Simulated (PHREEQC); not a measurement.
0.031 g of hydrous ferric oxide (600 m²/g; 0.2 weak and 0.005 strong sites per Fe, Dzombak-Morel constants, diffuse double layer) in 1 kg of water with 0.01 mol/kgw of an inert sodium salt and 4.8e-07 mol NaF, 0.00018 mol NaH2PO4 and 4e-07 mol Ag2SO4, at 25 °C; the pH is set by adding NaOH or the inert anion's acid. Oxygen is held at 0.21 atm. The system is closed to CO2. No solid was allowed to form.

The series has 17 steps of pH, from 4 to 12.

Model: ion-association model, wateq4f.dat, run in PHREEQC.

Question: Near which pH is half of the Ag sorbed, and on which side is more sorbed?

Answer: Near pH 8.0, with more sorbed at higher pH.

Question: At which pH does the surface charge pass through zero?

Answer: Near pH 5.5.

Complexes and solids missing from the database can't appear. H3PO4, which wateq4f.dat lacks, is added to it with the constant of phreeqc.dat. The database has no phosphate complexes of Ag.
